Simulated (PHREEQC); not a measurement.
Solution (20 °C): 0.028 mol CdCl2, 0.0005 mol H3BO3 and 0.00032 mol H2SO4 per kg of water. Closed to the air; pH follows from the charge balance.

Computed with PHREEQC (ion-association model, phreeqc.dat).

This is a speciation only: nothing precipitates in the calculation.

### Question
Order these S species by the share of S that they hold, largest first: SO4-2, CdSO4, Cd(SO4)2-2, HSO4-.

### Answer
SO4-2 (61 %), CdSO4 (37 %), HSO4- (1.6 %), Cd(SO4)2-2 (0.17 %)

### Question
Order these Cd species by the share of Cd that they hold, largest first: CdCl+, CdCl3-, Cd+2, CdSO4, CdCl2.

### Answer
CdCl+ (57 %), Cd+2 (36 %), CdCl2 (5.8 %), CdSO4 (0.43 %), CdCl3- (0.12 %)

The pH is 3.26 and the ionic strength 0.0474 mol/kgw.
